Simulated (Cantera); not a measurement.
What does this Cantera script print?

```python
import numpy as np
import cantera as ct

gas = ct.Solution("gri30.yaml", transport_model="multicomponent")
show = ['H2O', 'CH4', 'CH3']

rows = []
print(f"{'T/K':>7s}{'rho':>11s}{'cp':>10s}{'mu':>11s}{'lambda':>11s}{'Pr':>7s}" + "".join(f"{'D_' + s:>11s}" for s in show))
for T in [400, 500, 600, 700, 800, 900, 1000]:
    gas.TPX = T, 1333, {'NH3': 0.81}
    Pr = gas.cp_mass * gas.viscosity / gas.thermal_conductivity
    D = [gas.mix_diff_coeffs_mole[gas.species_index(s)] for s in show]
    rows.append([gas.density, gas.cp_mass, gas.viscosity, gas.thermal_conductivity, Pr, *D])
    print(f"{T:7g}{gas.density:11.4e}{gas.cp_mass:10.1f}{gas.viscosity:11.4e}"
          f"{gas.thermal_conductivity:11.4e}{Pr:7.3f}" + "".join(f"{d:11.4e}" for d in D))
print("SI units: kg/m3, J/kg/K, Pa s, W/m/K, m2/s")
```

Result:

```
    T/K        rho        cp         mu     lambda     Pr      D_H2O      D_CH4      D_CH3
    400 6.8262e-03    2269.4 1.3919e-05 4.4202e-02  0.715 2.6660e-03 2.9394e-03 2.9734e-03
    500 5.4609e-03    2465.8 1.7444e-05 6.0113e-02  0.716 4.2193e-03 4.4814e-03 4.5221e-03
    600 4.5508e-03    2662.0 2.0904e-05 7.7571e-02  0.717 6.1136e-03 6.2746e-03 6.3194e-03
    700 3.9007e-03    2844.4 2.4262e-05 9.5939e-02  0.719 8.3285e-03 8.2977e-03 8.3448e-03
    800 3.4131e-03    3009.3 2.7504e-05 1.1477e-01  0.721 1.0846e-02 1.0535e-02 1.0582e-02
    900 3.0338e-03    3162.4 3.0628e-05 1.3400e-01  0.723 1.3650e-02 1.2972e-02 1.3019e-02
   1000 2.7305e-03    3319.2 3.3637e-05 1.5412e-01  0.724 1.6727e-02 1.5599e-02 1.5644e-02
SI units: kg/m3, J/kg/K, Pa s, W/m/K, m2/s
```

Model: GRI-Mech 3.0 (53 species, 325 reactions), integrated in Cantera. Polar gases are described roughly by these parameters.
